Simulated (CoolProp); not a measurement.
Vapour-liquid equilibrium of toluene (1) + n-dodecane (2) at 483.6 K; x and y are mole fractions of (1).

Values from CoolProp's multi-fluid Helmholtz-energy mixture model, Lemmon 2006 and Lemmon 2004; pair parameters Bell 2016.

**Question.** Give the bubble pressure and the first vapour's composition at x = 0.05, 0.15, 0.75. Is there an azeotrope?

**Answer.** x = 0.05: 0.1148 MPa, y = 0.258; x = 0.15: 0.1763 MPa, y = 0.555; x = 0.75: 0.6610 MPa, y = 0.958. No azeotrope shows between x = 0.05 and 0.95.

Pair parameters are fitted to limited data, so mixtures are less certain than the pure fluids.
